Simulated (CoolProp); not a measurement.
Vapour-liquid equilibrium of CHF3 (R23) (1) + CH2F2 (R32) (2) at 0.233 bar; x and y are mole fractions of (1).

Values from CoolProp's multi-fluid Helmholtz-energy mixture model, Penoncello 2003 and Tillner-Roth 1997; pair parameters Bell 2016.

| x | bubble temperature (K) | y at the bubble point | dew temperature at overall composition x (K) | liquid density (mol/L) |
|---|---|---|---|---|
| 0.05 | 193.0 | 0.246 | 195.8 | 24.54 |
| 0.125 | 188.8 | 0.484 | 194.7 | ___ |
| 0.2 | 185.4 | 0.633 | 193.7 | 24.25 |
| 0.275 | 182.6 | 0.731 | 192.5 | ___ |
| 0.35 | 180.3 | 0.799 | 191.3 | ___ |
| 0.425 | 178.4 | 0.848 | 189.9 | 23.63 |
| 0.5 | 176.7 | 0.885 | 188.4 | 23.40 |
| 0.575 | 175.2 | 0.913 | ___ | ___ |
| 0.65 | ___ | 0.936 | 185.0 | ___ |
| 0.725 | 172.7 | 0.954 | 182.8 | 22.69 |
| 0.8 | 171.6 | 0.969 | 180.3 | 22.45 |
| 0.875 | 170.6 | 0.982 | 177.1 | 22.21 |
| 0.95 | 169.7 | 0.993 | 172.9 | 21.97 |

Question: Complete the blanks.

Answer: 
- 0.125, liquid density (mol/L): 24.41
- 0.275, liquid density (mol/L): 24.06
- 0.35, liquid density (mol/L): 23.85
- 0.575, dew temperature at overall composition x (K): 186.8
- 0.575, liquid density (mol/L): 23.17
- 0.65, bubble temperature (K): 173.9
- 0.65, liquid density (mol/L): 22.93

No azeotrope shows between x = 0.05 and 0.95.

Pair parameters are fitted to limited data, so mixtures are less certain than the pure fluids.
